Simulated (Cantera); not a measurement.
Feed: 1 mol NF3, 0.053 mol H2O, 16 mol H2, 0.12 mol SO2, at 1350 K and 0.000550 bar.

These are equilibrium values from Cantera (NASA tables, ideal gas, pure condensed phases), not measurements of a reactor. Candidate condensed phases: H2O, H2SO4, S; 62 gas species. The numbers say what is thermodynamically allowed, not how fast it happens.

Base state: H2 0.784, HF 0.166, N2 0.0277, H2O 0.0162, H2S 0.00456, S2 0.000925, SH 0.000225, H 9.00e-5 (mole fractions); condensed: gas only.

### Question
What changes in the equilibrium state with this change: temperature from 1350 K to 1498 K?

### Answer
```json
[
 {"species": "H2", "before": "0.784", "after": "0.785"},
 {"species": "HF", "before": "0.166", "after": "0.166"},
 {"species": "N2", "before": "0.0277", "after": "0.0276"},
 {"species": "H2S", "before": "0.00456", "after": "0.00272"},
 {"species": "S2", "before": "0.000925", "after": "0.00163"},
 {"species": "H", "before": "9.00e-5", "after": "0.000649"},
 {"species": "H2O", "before": "0.0162", "after": "0.0162"},
 {"species": "S", "before": "7.64e-6", "after": "6.84e-5"},
 {"species": "SO", "before": "1.95e-6", "after": "1.38e-5"},
 {"species": "SH", "before": "0.000225", "after": "0.000574"}
]
```
